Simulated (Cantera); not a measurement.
Feed: 1 mol SiH2Cl2, 0.038 mol Cl2, 30 mol H2, equilibrated at 1248 K and 18.0 mbar.

Equilibrium computed with Cantera from the NASA thermochemical tables; the gas is ideal and each condensed phase is pure. Candidate condensed phases: Si; 19 gas species. The tables' values for SiCl3 are old estimates; treat these amounts as uncertain. Equilibrium is a limit: real reactors are often held back by kinetics, nucleation or transport.

Base state: H2 0.945, HCl 0.0473, SiCl2 0.00595, SiCl3 0.000690, SiCl4 0.000577, SiHCl3 0.000406, SiH2Cl2 3.88e-5 (mole fractions); condensed: Si(s).

Problem. What changes in the equilibrium state with this change: H2 from 30 to 170 mol?

Solution. 
```
species       before     after
----------  --------  --------
H2             0.945     0.988
HCl           0.0473    0.0114
SiCl2        0.00595  0.000328
SiCl4       0.000577   1.75e-6
SiCl3       0.000690   8.92e-6
Si(s), mol     0.755     0.940
```

Problem. What changes in the equilibrium state with this change: H2 from 30 to 66 mol?

Solution. 
```
species       before     after
----------  --------  --------
H2             0.945     0.972
HCl           0.0473    0.0262
SiCl2        0.00595   0.00177
SiCl4       0.000577   5.13e-5
SiCl3       0.000690  0.000112
SiHCl3      0.000406   6.70e-5
SiH2Cl2      3.88e-5   1.19e-5
Si(s), mol     0.755     0.863
```
